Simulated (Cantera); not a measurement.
Gas mixture: N2O = 0.68 (molar parts), at 0.405 Torr, frozen composition.

Cantera's kinetic-theory transport with the Lennard-Jones parameters of GRI-Mech 3.0, ideal gas; thermal conductivity in the multicomponent form. The composition is frozen, though it would react at the higher temperatures.

One state of this run: ρ (kg/m³) = 0.000260; cp (J/kg/K) = 1275; μ (µPa s) = 42.8; λ (mW/m/K) = 73.9; Pr = 0.739; D (cm²/s) CH4 = 3190; D (cm²/s) CH3 = 3220; D (cm²/s) H2 = 11100. D: mixture-averaged diffusion coefficient of that species in the mixture.

Which value of T (K) does it belong to?
A) 800
B) 1100
C) 900
D) 400

B, 1100
